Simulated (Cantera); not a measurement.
**Carbon deposition, reforming and gasification: C + CO₂**

Charge: 1 mol C, 1.1 mol CO₂, at 1.10 mbar.

Method: chemical equilibrium by Gibbs-energy minimisation in Cantera with the NASA 1993 tables (ideal gas, pure condensed phases). Candidate condensed phases: C; 12 gas species. The numbers say what is thermodynamically allowed, not how fast it happens.

| T (°C) | x CO₂ | x CO | x O | x O₂ | n C(graphite) |
|---|---|---|---|---|---|
| 325 | 0.963 | 0.0368 | <1e-12 | <1e-12 | 0.979 |
| 525 | 0.0949 | 0.905 | <1e-12 | <1e-12 | 0.0908 |
| 725 | 0.0476 | 0.952 | <1e-12 | <1e-12 | 0 |
| 925 | 0.0476 | 0.952 | <1e-12 | <1e-12 | 0 |
| 1125 | 0.0476 | 0.952 | 3.95e-11 | 2.04e-12 | 0 |
| 1325 | 0.0476 | 0.952 | 1.25e-8 | 8.57e-10 | 0 |
| 1525 | 0.0476 | 0.952 | 1.09e-6 | 9.23e-8 | 0 |
| 1725 | 0.0476 | 0.952 | 3.89e-5 | 3.84e-6 | 0 |
| 1925 | 0.0467 | 0.952 | 0.000708 | 7.72e-5 | 0 |
| 2125 | 0.0392 | 0.953 | 0.00673 | 0.000676 | 0 |
| 2325 | 0.0188 | 0.955 | 0.0250 | 0.00129 | 0 |
| 2525 | 0.00511 | 0.955 | 0.0394 | 0.000589 | 0 |
| 2725 | 0.00125 | 0.955 | 0.0439 | 0.000168 | 0 |
x: gas mole fraction; n: condensed amount in mol.

From 325 °C to 525 °C the condensed part is C(graphite). From 725 °C to 2725 °C nothing is condensed. The main C-bearing gas is CO₂ at 325 °C and CO at 2725 °C.
